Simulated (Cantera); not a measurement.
Input (Python, Cantera) and output of one run.

```python
import numpy as np
import cantera as ct

gas_names = [...]  # 118 gases of nasa_gas.yaml made of C, Cl, F, H
cond_names = """
    C(gr) C6H6(L) C7H8(L) C8H18(L),n-octa
""".split()


# ... load() reads the species with a 1 bar reference pressure and builds the phases ...
atoms = {
    'CH2F2': {'C': 1, 'H': 2, 'F': 2},
    'HCl': {'H': 1, 'CL': 1},
    'H2': {'H': 2},
}
top_T = {'C(gr)': 4500}  # K; cautious upper limits of use, not melting points


# ... equilibrate(T, P, feed) seeds the gas with the atoms and calls Mixture.equilibrate('TP', solver="vcs", rtol=1e-11, max_steps=5000) ...
results = []
feed = {'CH2F2': 1, 'HCl': 1.3, 'H2': 16}  # mol
T = 3098.15  # K
for P in [1, 10, 100, 1000, 10000, 100000]:
    mix = equilibrate(T, P, feed)
    results.append((T, P, feed, dict(zip(mix.species_names, mix.species_moles))))

top = {s: max(r[3][s] / sum(r[3][g] for g in gas_names) for r in results) for s in gas_names}
cols = sorted((s for s in top if top[s] > 1e-06), key=lambda s: -top[s])[:9]
seen = [c for c in cond_names if any(r[3].get(c, 0) > 1e-12 for r in results)]
print("log10 of partial pressures in bar; condensed amounts in mol")
print(f"{'P/Pa':>10s}" + "".join(f"{s[:9]:>10s}" for s in cols + seen))
for T, P, feed, n in results:
    ng = sum(n[g] for g in gas_names)
    print(f"{P:10.4g}" + "".join(f"{np.log10(max(n[s] / ng * P / 1e5, 1e-99)):10.3f}" for s in cols)
          + "".join(f"{n.get(c, 0):10.4g}" for c in seen))
```

Output:

```
log10 of partial pressures in bar; condensed amounts in mol
      P/Pa         H        H2        HF       HCL         F        CL         C C2H2,acet        C3
         1    -5.050    -8.751    -7.875   -10.014    -6.308    -6.483    -6.599   -15.229   -11.154
        10    -4.051    -6.753    -5.964    -8.012    -5.396    -5.479    -5.609   -11.253    -8.187
       100    -3.059    -4.768    -4.411    -6.009    -4.835    -4.469    -4.777    -7.603    -5.690
      1000    -2.122    -2.894    -3.232    -4.099    -4.593    -3.496    -4.308    -4.791    -4.283
     1e+04    -1.364    -1.379    -2.102    -2.517    -4.221    -2.671    -4.113    -2.887    -3.698
     1e+05    -0.768    -0.187    -1.027    -1.284    -3.742    -2.035    -4.103    -1.673    -3.667
```

Method: chemical equilibrium by Gibbs-energy minimisation in Cantera with the NASA 1993 tables (ideal gas, pure condensed phases).
